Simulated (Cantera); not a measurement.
What does this Cantera script print?

```python
import numpy as np
import cantera as ct

gas_names = """
    C CH CH2 CH3 CH2OH CH3O CH4 CH3OH CO CO2 COOH C2 C2H CHCO,ketyl C2H2,acetylene C2H2,vinylidene
    CH2CO,ketene C2H3,vinyl CH3CO,acetyl C2H4 C2H4O,ethylen CH3CHO,ethanal CH3COOH (HCOOH)2 C2H5 C2H6
    CH3OCH3 C2H5OH C2O C3 C3H3,propargyl C3H4,allene C3H4,propyne C3H4,cyclo- C3H5,allyl C3H6,propylene
    C3H6,cyclo- C3H6O C3H7,n-propyl C3H7,i-propyl C3H8 C3H8O,1propanol C3H8O,2propanol C3O2 C4 C4H2
    C4H4,1,3-cyclo- C4H6,butadiene C4H6,2-butyne C4H6,cyclo- C4H8,1-butene C4H8,cis2-buten
    C4H8,tr2-butene C4H8,isobutene C4H8,cyclo- (CH3COOH)2 C4H9,n-butyl C4H9,i-butyl C4H9,s-butyl
    C4H9,t-butyl C4H10,isobutane C4H10,n-butane C5 C5H6,1,3cyclo- C5H8,cyclo- C5H10,1-pentene
    C5H10,cyclo- C5H11,pentyl C5H11,t-pentyl C5H12,n-pentane C5H12,i-pentane CH3C(CH3)2CH3 C6H2
    C6H5,phenyl C6H5O,phenoxy C6H6 C6H5OH,phenol C6H10,cyclo- C6H12,1-hexene C6H12,cyclo- C6H13,n-hexyl
    C7H7,benzyl C7H8 C7H8O,cresol C7H14,1-heptene C7H15,n-heptyl C7H16,n-heptane C8H8,styrene
    C8H10,ethylbenz C8H16,1-octene C8H17,n-octyl C8H18,isooctane C8H18,n-octane C9H19,n-nonyl
    C10H8,naphthale C10H21,n-decyl C12H9,o-bipheny C12H10,bipheny H HCO HO2 H2 HCHO,formaldehy HCOOH H2O
    H2O2 O OH O2 O3
""".split()
cond_names = """
    C(gr) C6H6(L) C7H8(L) C8H18(L),n-octa H2O(s) H2O(L)
""".split()


def load(file, names, dense=False):
    # The tables refer to 1 bar. Condensed volumes are neglected.
    table = {s.name: s for s in ct.Species.list_from_file(file)}
    out = []
    for n in names:
        d = dict(table[n].input_data)
        d["thermo"] = dict(d["thermo"], **{"reference-pressure": 1e5})
        if dense:
            d["equation-of-state"] = {"model": "constant-volume", "density": "1e6 g/cm^3"}
        out.append(ct.Species.from_dict(d))
    return out


gas = ct.Solution(thermo="ideal-gas", species=load("nasa_gas.yaml", gas_names))
cond = {s.name: ct.Solution(thermo="fixed-stoichiometry", species=[s], name=s.name)
        for s in load("nasa_condensed.yaml", cond_names, dense=True)}
atoms = {
    'C3H8': {'C': 3, 'H': 8},
    'O2': {'O': 2},
    'H2': {'H': 2},
}
top_T = {'C(gr)': 4500}  # K; cautious upper limits of use, not melting points


def equilibrate(T, P, feed):
    n = {}
    for name, mol in feed.items():
        for a, k in atoms[name].items():
            n[a] = n.get(a, 0.0) + k * mol
    gas.TPX = T, P, n
    mass = sum(n.values()) * gas.mean_molecular_weight
    gas.equilibrate("TP")
    valid = [c for c in cond.values() if c.min_temp <= T <= top_T.get(c.name, c.max_temp)]
    mix = ct.Mixture([(gas, mass / gas.mean_molecular_weight)] + [(c, 0.0) for c in valid])
    mix.T, mix.P = T, P
    mix.equilibrate("TP", solver="vcs", rtol=1e-11, max_steps=5000)
    return mix


results = []
feed = {'C3H8': 1, 'O2': 0.15, 'H2': 0.5}  # mol
T = 2273.15  # K
P = 94  # Pa
mix = equilibrate(T, P, feed)
results.append((T, P, feed, dict(zip(mix.species_names, mix.species_moles))))
x = sorted(zip(gas.X, gas.species_names), reverse=True)
print(f"T = {T:g} K  P = {P:g} Pa  gas = {mix.phase_moles(0):.4g} mol")
print("   x: " + "  ".join(f"{s} {v:.3e}" for v, s in x if v > 1e-05))
print("   condensed (mol): " + ("  ".join(f"{mix.phase(i).name} {mix.phase_moles(i):.4g}"
      for i in range(1, mix.n_phases) if mix.phase_moles(i) > 1e-12) or "none"))
```

Result:

```
T = 2273.15 K  P = 94 Pa  gas = 5.428 mol
   x: H2 7.108e-01  H 2.312e-01  CO 5.527e-02  C2H2,acetylene 2.682e-03  C2H 3.678e-05  C3 1.077e-05
   condensed (mol): C(gr) 2.67
```

These are equilibrium values from Cantera (NASA tables, ideal gas, pure condensed phases), not measurements of a reactor.
